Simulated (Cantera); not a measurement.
CsCl + H2 (halide evaporation, hydrolysis and transport)

Charge: 1 mol CsCl, 28 mol H2, equilibrated at 1.00 bar.

Method: chemical equilibrium by Gibbs-energy minimisation in Cantera with the NASA 1993 tables (ideal gas, pure condensed phases). Candidate condensed phases: Cs, CsCl; 9 gas species. Kinetics and transport are ignored.

From 850 °C to 925 °C the condensed part is CsCl(l). From 1000 °C to 1750 °C nothing is condensed. The main Cs-bearing gas is CsCl throughout.

```json
[
 {"T (°C)": "850", "x H2": "0.991", "x CsCl": "0.00619", "x Cs2Cl2": "0.00275", "x Cs": "5.27e-6", "x HCl": "5.27e-6", "x H": "4.24e-8", "x Cl": "<1e-12", "n CsCl(l)": "0.670"},
 {"T (°C)": "925", "x H2": "0.974", "x CsCl": "0.0181", "x Cs2Cl2": "0.00737", "x Cs": "1.90e-5", "x HCl": "1.90e-5", "x H": "1.88e-7", "x Cl": "3.17e-12", "n CsCl(l)": "0.0560"},
 {"T (°C)": "1000", "x H2": "0.970", "x CsCl": "0.0247", "x Cs2Cl2": "0.00494", "x Cs": "4.28e-5", "x HCl": "4.28e-5", "x H": "7.02e-7", "x Cl": "2.63e-11", "n CsCl(l)": "0"},
 {"T (°C)": "1075", "x H2": "0.968", "x CsCl": "0.0290", "x Cs2Cl2": "0.00275", "x Cs": "8.33e-5", "x HCl": "8.33e-5", "x H": "2.28e-6", "x Cl": "1.63e-10", "n CsCl(l)": "0"},
 {"T (°C)": "1150", "x H2": "0.967", "x CsCl": "0.0315", "x Cs2Cl2": "0.00144", "x Cs": "0.000147", "x HCl": "0.000147", "x H": "6.53e-6", "x Cl": "8.11e-10", "n CsCl(l)": "0"},
 {"T (°C)": "1225", "x H2": "0.966", "x CsCl": "0.0328", "x Cs2Cl2": "0.000756", "x Cs": "0.000240", "x HCl": "0.000239", "x H": "1.69e-5", "x Cl": "3.38e-9", "n CsCl(l)": "0"},
 {"T (°C)": "1300", "x H2": "0.966", "x CsCl": "0.0333", "x Cs2Cl2": "0.000406", "x Cs": "0.000370", "x HCl": "0.000370", "x H": "4.00e-5", "x Cl": "1.22e-8", "n CsCl(l)": "0"},
 {"T (°C)": "1375", "x H2": "0.965", "x CsCl": "0.0335", "x Cs2Cl2": "0.000227", "x Cs": "0.000547", "x HCl": "0.000547", "x H": "8.75e-5", "x Cl": "3.89e-8", "n CsCl(l)": "0"},
 {"T (°C)": "1450", "x H2": "0.965", "x CsCl": "0.0334", "x Cs2Cl2": "0.000132", "x Cs": "0.000778", "x HCl": "0.000778", "x H": "0.000179", "x Cl": "1.12e-7", "n CsCl(l)": "0"},
 {"T (°C)": "1525", "x H2": "0.964", "x CsCl": "0.0332", "x Cs2Cl2": "7.94e-5", "x Cs": "0.00107", "x HCl": "0.00107", "x H": "0.000346", "x Cl": "2.95e-7", "n CsCl(l)": "0"},
 {"T (°C)": "1600", "x H2": "0.964", "x CsCl": "0.0329", "x Cs2Cl2": "4.95e-5", "x Cs": "0.00144", "x HCl": "0.00144", "x H": "0.000634", "x Cl": "7.16e-7", "n CsCl(l)": "0"},
 {"T (°C)": "1675", "x H2": "0.963", "x CsCl": "0.0325", "x Cs2Cl2": "3.17e-5", "x Cs": "0.00188", "x HCl": "0.00188", "x H": "0.00111", "x Cl": "1.63e-6", "n CsCl(l)": "0"},
 {"T (°C)": "1750", "x H2": "0.961", "x CsCl": "0.0320", "x Cs2Cl2": "2.09e-5", "x Cs": "0.00241", "x HCl": "0.00241", "x H": "0.00186", "x Cl": "3.46e-6", "n CsCl(l)": "0"}
]
```
x: gas mole fraction; n: condensed amount in mol.
